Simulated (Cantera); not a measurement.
Gas mixture: NO : O2 = 0.3 : 0.47 (molar parts), at 220000 Pa, frozen composition.

Cantera's kinetic-theory transport with the Lennard-Jones parameters of GRI-Mech 3.0, ideal gas; thermal conductivity in the multicomponent form. The composition is frozen, though it would react at the higher temperatures.

D: mixture-averaged diffusion coefficient of that species in the mixture.

| T (K) | ρ (kg/m³) | cp (J/kg/K) | μ (µPa s) | λ (mW/m/K) | Pr | D (cm²/s) H2O | D (cm²/s) NO | D (cm²/s) OH |
|---|---|---|---|---|---|---|---|---|
| 400 | 2.07 | 962.8 | 24.6 | (withheld) | 0.712 | 0.182 | 0.156 | 0.242 |
| 550 | 1.50 | 1002 | 30.8 | (withheld) | 0.710 | 0.331 | 0.270 | 0.417 |
| 700 | 1.18 | 1045 | 36.3 | (withheld) | 0.710 | 0.514 | 0.405 | 0.626 |
| 850 | 0.972 | 1079 | 41.3 | (withheld) | 0.709 | 0.725 | 0.562 | 0.866 |
| 1000 | 0.826 | 1106 | 45.9 | (withheld) | 0.709 | 0.964 | 0.737 | 1.14 |
| 1150 | 0.718 | 1125 | 50.3 | (withheld) | 0.708 | 1.23 | 0.930 | 1.43 |

Complete the blanks.


- 400, λ (mW/m/K): 33.3
- 550, λ (mW/m/K): 43.5
- 700, λ (mW/m/K): 53.4
- 850, λ (mW/m/K): 62.8
- 1000, λ (mW/m/K): 71.7
- 1150, λ (mW/m/K): 80.0
